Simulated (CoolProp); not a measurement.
Aqueous lithium chloride as a coolant, at -13 °C, 1 atm.

Computed with CoolProp (Melinder's fits for secondary coolants).

```tsv
mass %	freezing point (°C)	density (kg/m³)	conductivity (W/(m K))	viscosity (mPa s)	cp (kJ/(kg K))
11.1	-14.2	1067	0.521	4.02	3.543
12.5	-17.2	1076	0.519	4.23	3.459
14	-21.0	1085	0.516	4.47	3.371
15.4	-25.2	1094	0.514	4.71	3.292
16.9	-30.5	1103	0.512	4.99	3.210
18.3	-36.2	1112	0.509	5.27	3.138
```
